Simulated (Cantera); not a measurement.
An isothermal, constant-pressure homogeneous reactor starts with CH4 : H2O : H2 = 1 : 1 : 0.11 (molar parts), at 1223 K and 12.0 bar. Integrator tolerance rtol = 1e-08.

Detailed kinetics in Cantera: GRI-Mech 3.0 (53 species, 325 reactions). The pressure lies above the range GRI-Mech 3.0 was tuned for (to about 10 atm).

Problem. What does this change do: temperature 1223 to 1500 K?

Solution. 
```
quantity                                             before                                    after
-----------------  ----------------------------------------  ---------------------------------------
x(CH4) at 1.00 s       0.472 (gas-phase equilibrium 0.0547)    0.261 (gas-phase equilibrium 0.00829)
x(H2O) at 1.00 s       0.474 (gas-phase equilibrium 0.0454)    0.350 (gas-phase equilibrium 0.00739)
x(H2) at 1.00 s        0.0537 (gas-phase equilibrium 0.685)      0.299 (gas-phase equilibrium 0.745)
x(C2H4) at 1.00 s  0.000618 (gas-phase equilibrium 4.07e-6)   0.0249 (gas-phase equilibrium 4.05e-6)
x(CO2) at 1.00 s    1.50e-8 (gas-phase equilibrium 0.00934)  0.0116 (gas-phase equilibrium 0.000913)
x(H) at 1.00 s      6.91e-9 (gas-phase equilibrium 7.23e-8)  2.80e-6 (gas-phase equilibrium 4.42e-6)
```
